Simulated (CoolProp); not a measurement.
Saturation properties of ethylene (Tc = 9.2 °C, pc = 50.42 bar, ω = 0.087).

Computed with CoolProp (reference Helmholtz-energy equation of state, Smukala 2000).

| T (°C) | p (bar) | vapour Z | surface tension (mN/m) |
|---|---|---|---|
| -122.15 | 0.2956 | 0.9864 | 19.5 |
| -104.75 | 0.9561 | 0.9681 | 16.5 |
| -87.35 | 2.426 | 0.9385 | 13.6 |
| -69.95 | 5.182 | 0.8958 | 10.8 |
| -52.55 | 9.761 | 0.8384 | 8.06 |
| -35.15 | 16.75 | 0.7637 | 5.47 |
| -17.75 | 26.78 | 0.6653 | 3.05 |
| -0.35 | 40.66 | 0.5193 | 0.907 |

It boils at -103.8 °C under 1 atm.

Surface tension comes from a separate correlation (Mulero 2012).
